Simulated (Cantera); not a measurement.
## Boron, boron nitride and boron oxide: BF3 + O2 + N2

Feed: 1 mol BF3, a varied amount of O2, 98 mol N2, held at 2323 K and 1330 Pa.

Equilibrium computed with Cantera from the NASA thermochemical tables; the gas is ideal and each condensed phase is pure. Candidate condensed phases: B, BN, B2O3; 31 gas species. The tables' values for BF2 are old estimates; treat these amounts as uncertain. Equilibrium is a limit: real reactors are often held back by kinetics, nucleation or transport.

```csv
n(O2) (mol),x N2,x F,x BF3,x BOF
0.12,0.985,0.00471,0.00761,0.00227
0.14,0.984,0.00533,0.00731,0.00259
0.16,0.984,0.00590,0.00702,0.00289
0.18,0.983,0.00644,0.00676,0.00316
0.2,0.982,0.00693,0.00651,0.00341
0.23,0.982,0.00758,0.00618,0.00375
0.26,0.981,0.00814,0.00590,0.00403
0.3,0.980,0.00877,0.00558,0.00435
0.35,0.979,0.00941,0.00526,0.00467
0.39,0.978,0.00982,0.00504,0.00488
0.45,0.977,0.0103,0.00478,0.00514
0.52,0.975,0.0108,0.00454,0.00537
0.59,0.974,0.0112,0.00434,0.00557
```
x: gas mole fraction; nothing condenses.

From 0.12 mol O2 to 0.59 mol O2 nothing is condensed. The main B-bearing gas is BF3 at 0.12 mol O2 and BOF at 0.59 mol O2.
